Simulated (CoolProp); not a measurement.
Chlorine along the isobar 140 bar: Z from the reference equation and from simpler models built on Tc = 416.9 K, pc = 76.42 bar, ω = 0.070; each cubic takes its own stable root.

Computed with CoolProp (reference Helmholtz-energy equation of state, Thol 2021).

```
T (K)          phase  reference
-----  -------------  ---------
348           liquid     0.2680
355.3         liquid     0.2676
362.6         liquid     0.2675
370           liquid     0.2678
377.3         liquid     0.2686
384.6         liquid     0.2699
391.9         liquid     0.2718
399.3         liquid     0.2745
406.6         liquid     0.2779
413.9         liquid     0.2824
421.2  supercritical     0.2881
428.6  supercritical     0.2956
```

Q: How far does each simpler model (Redlich-Kwong, Peng-Robinson) lie from the reference over these 12 states: mean and median of the absolute difference, and the worst?

A: 
- Redlich-Kwong: mean 12.7 %, median 12.3 %, worst +17.0 % at 428.6 K and 140 bar
- Peng-Robinson: mean 2.5 %, median 2.3 %, worst +6.5 % at 428.6 K and 140 bar
